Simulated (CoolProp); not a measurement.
A closed Brayton cycle with carbon dioxide: compressor inlet 308.15 K and 9.8 MPa, high pressure 20.6 MPa, turbine inlet 870 K, compressor efficiency 0.8, turbine efficiency 0.85, recuperator effectiveness 0 (on enthalpy, no pinch check). Each further row changes one setting.

Model: reference Helmholtz-energy equation of state, Span 1996, in CoolProp.

| case | thermal efficiency (%) | net work (kJ/kg) | compressor to turbine work | compressor exit (K) | turbine exit (K) |
|---|---|---|---|---|---|
| as stated | 10.4 | 81.6 | 0.18 | 327.4 | 781.8 |
| turbine inlet 820 K | 10.4 | 75.3 | 0.19 | 327.4 | 734.9 |
| compressor inlet 318.15 K | 10.5 | 74.9 | 0.25 | 355.9 | 781.8 |
| high pressure 17.5 MPa | 8.3 | 65.7 | 0.17 | 322.6 | 800.8 |
| recuperator effectiveness 0.5 | 16.6 | 81.6 | 0.18 | 327.4 | 781.8 |
